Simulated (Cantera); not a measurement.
A closed system holds: 1 mol Al, 0.34 mol O₂, 51 mol H₂, equilibrated at 9.00 mbar.

Cantera equilibrium calculation (NASA polynomials, part measured and part estimated; ideal gas, pure solids and liquids). Candidate condensed phases: Al, Al₂O₃, H₂O; 19 gas species. Mutual solubility and eutectic melting of coexisting phases are not modelled. Rates play no part.

### Question
What share of the Al ends up in condensed phases as a function of T (K), at 898, 973, 1048, 1123, 1198, 1273, 1348, 1423, 1498?

### Answer
| T (K) | Al condensed (%) | as |
|---|---|---|
| 898 | 100.0 | Al(s) + Al₂O₃(s) |
| 973 | 100.0 | Al(l) + Al₂O₃(s) |
| 1048 | 100.0 | Al(l) + Al₂O₃(s) |
| 1123 | 100.0 | Al(l) + Al₂O₃(s) |
| 1198 | 100.0 | Al(l) + Al₂O₃(s) |
| 1273 | 99.8 | Al(l) + Al₂O₃(s) |
| 1348 | 99.1 | Al(l) + Al₂O₃(s) |
| 1423 | 95.7 | Al(l) + Al₂O₃(s) |
| 1498 | 81.7 | Al(l) + Al₂O₃(s) |
